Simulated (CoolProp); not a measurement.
Vapour-liquid equilibrium of R134a (1) + R1234ze(E) (2) at 0.0102 bar; x and y are mole fractions of (1).

The numbers come from the multi-fluid Helmholtz-energy mixture model, Tillner-Roth 1994 and Thol 2016; pair parameters Bell 2022 in CoolProp.

Q: Give the bubble temperature and the first vapour's composition at x = 0.05, 0.8, 0.875. Is there an azeotrope?

A: x = 0.05: 182.6 K, y = 0.103; x = 0.8: 179.2 K, y = 0.828; x = 0.875: 179.1 K, y = 0.890. No azeotrope shows between x = 0.05 and 0.95.

Pair parameters are fitted to limited data, so mixtures are less certain than the pure fluids.
